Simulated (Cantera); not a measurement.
A freely propagating, adiabatic, planar premixed flame of H2 : O2 : N2 : H2O = 1 : 0.278 : 1.04 : 0.07 (molar parts), equivalence ratio 1.8, unburnt at 550 K and 170000 Pa; mixture-averaged transport, grid criteria slope 0.08 and curve 0.16, no radiation.

Cantera simulation using the H2/O2 subset of GRI-Mech 3.0, which has no nitrogen chemistry; the numbers are that mechanism's predictions, not measurements. Burning velocities carry a grid error of a few per cent, more on coarse grids.

### Question
Predict: laminar burning velocity; thermal thickness; peak x(H2O2); peak x(OH); peak x(H).

### Answer
laminar burning velocity: 779 cm/s
thermal thickness: 0.211 mm
peak x(H2O2): 2.94e-5
peak x(OH): 0.00672
peak x(H): 0.0734
